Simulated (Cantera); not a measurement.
Mixture: CO : H2 : CH4 : O2 : N2 : H2O = 1 : 0.99 : 0.055 : 0.789 : 2.97 : 0.25 (molar parts), equivalence ratio 1.4, at 101000 Pa, adiabatic and at constant pressure. Ignition delay is the time to a rise of 400 K.

Computed with Cantera and GRI-Mech 3.0 (53 species, 325 reactions). Where the delays flatten at high temperature, the 400 K rule measures the pace of heat release, not the induction time.

Question: What does this change do: H2 0.99 to 0.59 parts?

Answer: 
```tsv
quantity	before	after
delay at 1100 K	0.157 ms	0.188 ms
delay at 1150 K	0.101 ms	0.119 ms
delay at 1200 K	72.2 µs	84.8 µs
delay at 1250 K	54.9 µs	64.6 µs
delay at 1300 K	43.7 µs	51.7 µs
delay at 1350 K	36.1 µs	43.0 µs
```

Question: What does this change do: pressure from 101000 Pa to 520000 Pa?

Answer: 
```csv
quantity,before,after
delay at 1100 K,0.157 ms,0.399 ms
delay at 1150 K,0.101 ms,0.112 ms
delay at 1200 K,72.2 µs,40.7 µs
delay at 1250 K,54.9 µs,20.1 µs
delay at 1300 K,43.7 µs,12.4 µs
delay at 1350 K,36.1 µs,8.67 µs
```
